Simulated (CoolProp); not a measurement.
Vapour-liquid equilibrium of toluene (1) + n-decane (2) at 0.512 MPa; x and y are mole fractions of (1).

The numbers come from the multi-fluid Helmholtz-energy mixture model, Lemmon 2006 and Lemmon 2006; pair parameters Bell 2016 in CoolProp.

| x | bubble temperature, mixture model (K) | bubble temperature, Raoult's law (K) | y, mixture model | y, Raoult's law |
|---|---|---|---|---|
| 0.05 | 518.8 | 517.7 | 0.117 | 0.151 |
| 0.2 | 503.4 | 501.6 | 0.415 | 0.471 |
| 0.35 | 489.7 | 488.6 | 0.625 | 0.669 |
| 0.5 | 478.3 | 477.9 | 0.765 | 0.797 |
| 0.65 | 469.1 | 469.0 | 0.860 | 0.883 |
| 0.8 | 461.4 | 461.3 | 0.929 | 0.944 |
| 0.95 | 454.7 | 454.7 | 0.984 | 0.988 |

The largest gap from Raoult's law is +1.8 K in bubble temperature, at x = 0.2. No azeotrope shows between x = 0.05 and 0.95.

The pair parameters rest on a limited set of measurements; away from them the model extrapolates.
